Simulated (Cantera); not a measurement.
Charge: 1 mol SiC, 0.13 mol O2, 62 mol N2, equilibrated at 100 Torr.

These are equilibrium values from Cantera (NASA tables, ideal gas, pure condensed phases), not measurements of a reactor. Candidate condensed phases: C, Si, SiC, SiO2, Si2N2O, Si3N4; 34 gas species. Mutual solubility and eutectic melting of coexisting phases are not modelled. Kinetics and transport are ignored.

x: gas mole fraction; n: condensed amount in mol.

```csv
T (°C),x N2,x CO,x SiO,x Si,x SiN,x Si2N,x Si2C,n C(graphite),n SiC(s),n Si2N2O(s),n Si3N4(s)
1275,0.999,0.000857,2.04e-6,2.08e-9,8.01e-10,1.11e-11,4.57e-12,0.361,0.586,0.207,0
1325,0.997,0.00279,1.08e-5,8.51e-9,2.69e-9,5.47e-11,2.66e-11,0,0.827,0.0862,0
1375,0.997,0.00278,3.58e-5,4.61e-8,1.22e-8,5.11e-10,2.01e-10,0,0.827,0.0852,0
1425,0.997,0.00275,0.000110,2.26e-7,5.03e-8,4.18e-9,1.35e-9,0,0.829,0.0821,0
1475,0.997,0.00285,?,?,1.89e-7,?,?,0,0.823,?,?
1525,0.996,0.00335,0.000835,3.71e-6,6.02e-7,1.56e-7,3.90e-8,0,0.792,0,0.0520
1575,0.996,0.00273,0.00145,1.28e-5,1.80e-6,7.49e-7,1.74e-7,0,0.830,0,0.0263
1625,0.996,0.00211,0.00206,?,4.83e-6,?,?,0,0.868,0,0
1675,0.996,0.00214,0.00203,8.42e-5,9.08e-6,6.05e-6,1.84e-6,0,0.867,0,0
```

Task: Fill in the missing entries.

Result: 
- 1475, x SiO: 0.000319
- 1475, x Si: 9.98e-7
- 1475, x Si2N: 2.94e-8
- 1475, x Si2C: 7.97e-9
- 1475, n Si2N2O(s): 0.0629
- 1475, n Si3N4(s): 0.0105
- 1625, x Si: 3.94e-5
- 1625, x Si2N: 2.99e-6
- 1625, x Si2C: 6.84e-7
